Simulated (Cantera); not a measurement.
A diamond (100) surface in a fixed gas of H2 with x(CH4) = 0.025, x(H) = 0.0059, x(CH3) = 3e-05, at 1350 K; coverages are run to steady state.

Computed with Cantera and the Harris–Goodwin 1993 mechanism for the reconstructed diamond (100) surface.

θ: site fractions in the mechanism's names (c6HH fully hydrogenated, c6H* and c6*H radical sites, c6** diradical, c6HM methylated).

```tsv
P (Pa)	growth (µm/h)	θ c6HH	θ c6H*	θ c6*H	θ c6**	θ c6HM
1500	0.0704	0.360	0.0542	0.535	0.0510	…
2200	0.114	0.360	0.0542	0.535	0.0510	…
3400	0.197	0.360	0.0542	0.535	0.0510	…
5200	0.335	0.360	0.0543	0.534	0.0510	…
7900	0.575	0.360	0.0543	0.534	0.0510	…
12000	1.01	0.360	0.0543	0.534	0.0510	…
18000	1.77	0.360	0.0544	0.534	0.0510	…
28000	3.36	0.360	0.0545	0.534	0.0510	…
```

Q: Some entries are withheld; supply them.

A: 
- 1500, θ c6HM: 7.91e-6
- 2200, θ c6HM: 1.18e-5
- 3400, θ c6HM: 1.85e-5
- 5200, θ c6HM: 2.84e-5
- 7900, θ c6HM: 4.27e-5
- 12000, θ c6HM: 6.35e-5
- 18000, θ c6HM: 9.20e-5
- 28000, θ c6HM: 0.000135
